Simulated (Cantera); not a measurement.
Cantera with NASA thermochemical tables; ideal gases at 1 bar, condensed phases pure. Values are per mole of reaction as written; species without (g) are pure solids or liquids, kept so even where they would boil at 1 bar.

C + O2(g) ⇌ CO2(g), with ΔH° = -393.5 kJ and ΔS° = 2.9 J/K at 300 K.

Task: How far is the shortcut ΔG° ≈ ΔH°(300 K) − T·ΔS°(300 K) from the full temperature-dependent value at 825, 875, 925, 975, 1025, 1075, 1125, 1175, 1225 K?

Result: 
```tsv
T (K)	shortcut (kJ)	full (kJ)	difference (kJ)	difference in log10 K
825	-395.9	-395.6	-0.3	0.02
875	-396.0	-395.7	-0.4	0.02
925	-396.2	-395.8	-0.4	0.02
975	-396.3	-395.8	-0.5	0.03
1025	-396.5	-395.9	-0.6	0.03
1075	-396.6	-395.9	-0.7	0.03
1125	-396.8	-396.0	-0.8	0.04
1175	-396.9	-396.0	-0.9	0.04
1225	-397.1	-396.1	-1.0	0.04
```
The shortcut ignores the heat-capacity change of the reaction.
